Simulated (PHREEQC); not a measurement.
Consider water at 25 °C with 0.01 mol H3PO4 and 0.011 mol NH3 per kg of water. Closed to the air; pH follows from the charge balance.

Equilibrium calculation in PHREEQC: ion-association model, wateq4f.dat.

| quantity | before | after |
|---|---|---|
| pH | 6.11 | 6.02 |
| ionic strength (mol/kgw) | 0.0120 | 0.0119 |
| NH3 (mol/kgw) | 7.18e-6 | 3.94e-5 |

Problem. Name the change that produced these shifts.
A. H3PO4 left out
B. H3PO4 from 0.01 to 0.02 mol/kgw
C. H3PO4 replaced by NaH2PO4 at the same molality
D. temperature from 25 to 55 °C
E. diluted 100-fold with water

Solution. D, temperature from 25 to 55 °C

This is a speciation only: nothing precipitates in the calculation. H3PO4, which wateq4f.dat lacks, is added to it with the constant of phreeqc.dat. Away from 25 °C the constants follow the database's enthalpies or fits; those with neither stay at their 25 °C values.
